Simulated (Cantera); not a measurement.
A closed system holds: 1 mol Si, 1.7 mol HBr, held at 1.30e-5 bar.

Equilibrium computed with Cantera from the NASA thermochemical tables; the gas is ideal and each condensed phase is pure. Candidate condensed phases: Br₂, Si; 19 gas species. Rates play no part.

Question: What share of the Si ends up in condensed phases as a function of T (K), at 623, 698, 773, 848, 923, 998, 1073, 1148, 1223?

Answer: 
| T (K) | Si condensed (%) | as |
|---|---|---|
| 623 | 57.6 | Si(s) |
| 698 | 57.9 | Si(s) |
| 773 | 58.7 | Si(s) |
| 848 | 59.8 | Si(s) |
| 923 | 59.8 | Si(s) |
| 998 | 54.3 | Si(s) |
| 1073 | 45.0 | Si(s) |
| 1148 | 40.8 | Si(s) |
| 1223 | 39.7 | Si(s) |
